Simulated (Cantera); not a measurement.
Gas mixture: 65.8 % H2O, 34.2 % NH3, at 17000 Pa, frozen composition.

Cantera's kinetic-theory transport with the Lennard-Jones parameters of GRI-Mech 3.0, ideal gas; thermal conductivity in the mixture-averaged form. Polar gases are described roughly by these parameters. The composition is frozen, though it would react at the higher temperatures.

One state of this run: ρ (kg/m³) = 0.0516; cp (J/kg/K) = 2333; μ (µPa s) = 24.9; λ (mW/m/K) = 80.4; Pr = 0.723; D (cm²/s) H2 = 22.6; D (cm²/s) OH = 10.1; D (cm²/s) H2O = 6.53. D: mixture-averaged diffusion coefficient of that species in the mixture.

Task: Which value of T (K) does it belong to?
A) 600
B) 400
C) 500
D) 700

Result: D, 700
